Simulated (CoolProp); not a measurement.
Vapour-liquid equilibrium of R1234yf (1) + isobutane (2) at 241.4 K; x and y are mole fractions of (1).

Values from CoolProp's multi-fluid Helmholtz-energy mixture model, Lemmon 2022 and Bücker 2006; pair parameters Bell 2016.

```tsv
x	bubble pressure (kPa)	y at the bubble point	dew pressure at overall composition x (kPa)	liquid density (mol/L)
0.05	55.82	0.261	44.98	10.59
0.2	77.10	0.519	52.22	10.60
0.35	86.15	0.607	61.97	10.64
0.5	90.89	0.664	75.16	10.70
0.65	93.87	0.721	89.90	10.79
0.8	95.18	0.802	95.18	10.92
0.95	93.32	0.935	92.93	11.07
```

y crosses x between x = 0.8 and 0.95: the model has an azeotrope there.

Pair parameters are fitted to limited data, so mixtures are less certain than the pure fluids.
